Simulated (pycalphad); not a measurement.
# Phase fractions of Si-6.8Al (at.%)

Computed with pycalphad from the COST 507 light-alloy database (1999), at 1 atm. These are 1990s assessments: newer ones move some temperatures and phases. Phase fractions are per mole of atoms.

| T (K) | LIQUID | DIAMOND_A4 | FCC_A1 |
|---|---|---|---|
| 1690 | 1.000 | - | - |
| 1610 | 0.446 | 0.554 | - |
| 1530 | 0.245 | 0.755 | - |
| 1450 | 0.179 | 0.821 | - |
| 1370 | 0.146 | 0.854 | - |
| 1290 | 0.125 | 0.875 | - |
| 1210 | 0.111 | 0.889 | - |
| 1130 | 0.100 | 0.900 | - |
| 1050 | 0.092 | 0.908 | - |
| 970 | 0.085 | 0.915 | - |
| 890 | 0.080 | 0.920 | - |
| 810 | - | 0.931 | 0.069 |
| 730 | - | 0.932 | 0.068 |
| 650 | - | 0.932 | 0.068 |
| 570 | - | 0.932 | 0.068 |

FCC_A1 is fcc; DIAMOND_A4 is diamond (Si).
